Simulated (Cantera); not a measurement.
An isothermal, constant-pressure homogeneous reactor starts with CH₂O : O₂ : N₂ = 0.0092 : 0.016 : 1 (molar parts), at 923 K and 1.40 bar.

Cantera simulation using GRI-Mech 3.0 (53 species, 325 reactions); the numbers are that mechanism's predictions, not measurements. Below about 1000 K GRI-Mech 3.0 lacks low-temperature oxidation paths.

x: mole fraction; the columns are a selection and need not sum to one.

| t (s) | x CH₂O | x O₂ | x CH₂CO | x CO₂ | x N₂O | x CH₃ |
|---|---|---|---|---|---|---|
| 5.00e-5 | 0.00897 | 0.0156 | <1e-12 | <1e-12 | <1e-12 | <1e-12 |
| 0.000141 | 0.00897 | 0.0156 | <1e-12 | <1e-12 | <1e-12 | <1e-12 |
| 0.000397 | 0.00897 | 0.0156 | <1e-12 | <1e-12 | <1e-12 | <1e-12 |
| 0.00112 | 0.00897 | 0.0156 | <1e-12 | <1e-12 | <1e-12 | <1e-12 |
| 0.00316 | 0.00897 | 0.0156 | <1e-12 | 4.99e-12 | <1e-12 | <1e-12 |
| 0.00890 | 0.00896 | 0.0156 | <1e-12 | 4.08e-10 | <1e-12 | <1e-12 |
| 0.0251 | 0.00877 | 0.0154 | <1e-12 | 9.53e-8 | 6.06e-12 | <1e-12 |
| 0.0707 | 0.00596 | 0.0136 | <1e-12 | 1.89e-5 | 6.79e-11 | <1e-12 |
| 0.199 | 6.70e-10 | 0.0106 | <1e-12 | 0.00149 | 2.09e-9 | <1e-12 |
| 0.562 | 1.63e-11 | 0.0103 | <1e-12 | 0.00203 | 6.42e-9 | <1e-12 |
| 1.58 | 9.70e-12 | 0.00988 | <1e-12 | 0.00270 | 1.39e-8 | <1e-12 |
| 4.46 | 4.50e-12 | 0.00919 | <1e-12 | [?] | [?] | <1e-12 |
| 12.6 | 1.53e-12 | 0.00829 | <1e-12 | 0.00566 | 6.79e-8 | <1e-12 |
| 35.5 | <1e-12 | [?] | <1e-12 | [?] | [?] | <1e-12 |
| 100 | <1e-12 | 0.00673 | <1e-12 | 0.00878 | 1.79e-7 | <1e-12 |

### Question
Some entries are withheld; supply them.

### Answer

- 4.46, x CO₂: 0.00392
- 4.46, x N₂O: 3.16e-8
- 35.5, x O₂: 0.00728
- 35.5, x CO₂: 0.00768
- 35.5, x N₂O: 1.28e-7
